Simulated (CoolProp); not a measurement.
Properties of methane along the isobar 25.3 bar (Tc = 190.6 K, pc = 45.99 bar, ω = 0.011).

Model: reference Helmholtz-energy equation of state, Setzmann 1991, in CoolProp.

```
T (K)   phase        Z  cv (kJ/(kg K))  fugacity coefficient
-----  ------  -------  --------------  --------------------
133.4  liquid  0.09349               …                     …
149.9  liquid  0.09005           1.921                0.3667
166.4  liquid  0.09087           1.900                0.6407
182.9     gas   0.7428           1.787                0.7962
199.3     gas   0.8171           1.703                0.8430
215.8     gas        …           1.670                0.8768
232.3     gas   0.8943               …                     …
248.8     gas   0.9169           1.665                0.9211
265.2     gas   0.9338           1.680                0.9361
281.7     gas   0.9468           1.703                0.9480
298.2     gas   0.9571           1.733                0.9576
314.6     gas   0.9652           1.769                0.9653
331.1     gas   0.9719           1.811                0.9717
347.6     gas   0.9773           1.857                0.9770
```

### Question
Complete the blanks.

### Answer

- 133.4, cv (kJ/(kg K)): 1.973
- 133.4, fugacity coefficient: 0.1739
- 215.8, Z: 0.8630
- 232.3, cv (kJ/(kg K)): 1.661
- 232.3, fugacity coefficient: 0.9019
